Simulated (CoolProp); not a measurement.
n-decane along the isotherm 620 K: fugacity coefficient from the reference equation and from simpler models built on Tc = 617.7 K, pc = 2.101 MPa, ω = 0.488; each cubic takes its own stable root.

Model: reference Helmholtz-energy equation of state, Lemmon 2006, in CoolProp. It is a short technical equation, of lower accuracy than the large ones.

```csv
p (MPa),phase,reference
0.0332,gas,0.9945
0.0537,gas,0.9910
0.0867,gas,0.9856
0.14,gas,0.9767
0.226,gas,0.9625
0.366,gas,0.9395
0.591,gas,0.9027
0.955,gas,0.8438
1.54,gas,0.7493
2.49,supercritical,0.5731
4.03,supercritical,0.3954
6.5,supercritical,0.2873
10.5,supercritical,0.2257
```

How far does each simpler model (Redlich-Kwong, Peng-Robinson) lie from the reference over these 13 states: mean and median of the absolute difference, and the worst?


- Redlich-Kwong: mean 3.1 %, median 0.4 %, worst +15.9 % at 620 K and 10.5 MPa
- Peng-Robinson: mean 1.1 %, median 0.4 %, worst +5.4 % at 620 K and 10.5 MPa
